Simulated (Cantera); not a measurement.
What does this Cantera script print?

```python
import numpy as np
import cantera as ct

gas_names = """
    H2 H2O2
""".split()
cond_names = """
    NbO2(I) NbO2(II) NbO2(III) NbO2(L) Nb(cr) Nb(L)
""".split()


# ... load() reads the species with a 1 bar reference pressure and builds the phases ...
species = {s.name: s for s in load("nasa_gas.yaml", gas_names) + load("nasa_condensed.yaml", cond_names)}
# Each term lists the table entries of one substance; the one whose range holds T is used.
reactions = {
    'NbO2 + H2(g) = H2O2(g) + Nb':
        [(-1, ['NbO2(I)', 'NbO2(II)', 'NbO2(III)', 'NbO2(L)']), (-1, ['H2']), (1, ['H2O2']), (1, ['Nb(cr)', 'Nb(L)'])],
}


def pick(names, T):
    return next(species[n] for n in names if species[n].thermo.min_temp <= T <= species[n].thermo.max_temp)


results = []
for label, terms in reactions.items():
    print(label)
    print("     T/K   dH/kJ  dS/(J/K)   dG/kJ   log10 K")
    for T in [950, 1150, 1350, 1550, 1750, 1950, 2150, 2350, 2550, 2750]:
        used = [(nu, pick(names, T)) for nu, names in terms]
        dH = sum(nu * s.thermo.h(T) for nu, s in used) / 1e6
        dS = sum(nu * s.thermo.s(T) for nu, s in used) / 1e3
        dG = dH - T * dS / 1e3
        logK = -dG * 1e6 / (ct.gas_constant * T * np.log(10))
        results.append((label, T, dH, dS, dG, logK, [s.name for _, s in used]))
        print(f"{T:8g} {dH:8.1f} {dS:8.1f} {dG:8.1f} {logK:8.2f}")
```

Result:

```
NbO2 + H2(g) = H2O2(g) + Nb
     T/K   dH/kJ  dS/(J/K)   dG/kJ   log10 K
     950    644.2     60.6    586.6   -32.26
    1150    635.0     52.0    575.3   -26.13
    1350    630.7     48.5    565.3   -21.87
    1550    627.4     46.2    555.8   -18.73
    1750    624.6     44.5    546.8   -16.32
    1950    622.2     43.2    538.0   -14.41
    2150    620.3     42.3    529.5   -12.86
    2350    525.0     -1.5    528.6   -11.75
    2550    522.0     -2.8    529.0   -10.84
    2750    519.7     -3.6    529.6   -10.06
```

Standard-state values (1 bar) from the NASA 1993 polynomials, evaluated with Cantera. Condensed species are held in their standard states even where they would react or evaporate.
